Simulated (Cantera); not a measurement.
# PbO + CO + N2 (iron carbonyl, mercury and lead vapours)

Feed: 1 mol PbO, 0.047 mol CO, 4.7 mol N2, at 13.3 mbar.

Equilibrium computed with Cantera from the NASA thermochemical tables; the gas is ideal and each condensed phase is pure. Candidate condensed phases: C, Pb, PbO, PbO2, Pb3O4; 27 gas species. Mutual solubility and eutectic melting of coexisting phases are not modelled. Equilibrium is a limit: real reactors are often held back by kinetics, nucleation or transport.

```tsv
T (°C)	x N2	x CO2	x Pb	x PbO	x CO	n Pb(l)	n PbO(red)	n PbO(yellow)
452	0.990	0.00990	2.53e-7	6.62e-11	5.54e-8	0.0470	0.953	0
502	0.990	0.00990	1.87e-6	1.35e-9	1.09e-7	0.0470	0	0.953
552	0.990	0.00990	1.08e-5	1.88e-8	1.98e-7	0.0469	0	0.953
602	0.990	0.00990	5.06e-5	1.93e-7	3.36e-7	0.0468	0	0.953
652	0.990	0.00990	0.000200	1.53e-6	5.41e-7	0.0460	0	0.953
702	0.989	0.00989	0.000688	9.73e-6	8.32e-7	0.0437	0	0.953
752	0.988	0.00988	0.00209	5.14e-5	1.23e-6	0.0371	0	0.953
802	0.984	0.00984	0.00570	0.000231	1.74e-6	0.0198	0	0.952
```
x: gas mole fraction; n: condensed amount in mol.

At 452 °C the condensed part is Pb(l) + PbO(red). From 502 °C to 802 °C the condensed part is Pb(l) + PbO(yellow). The main Pb-bearing gas is Pb throughout.
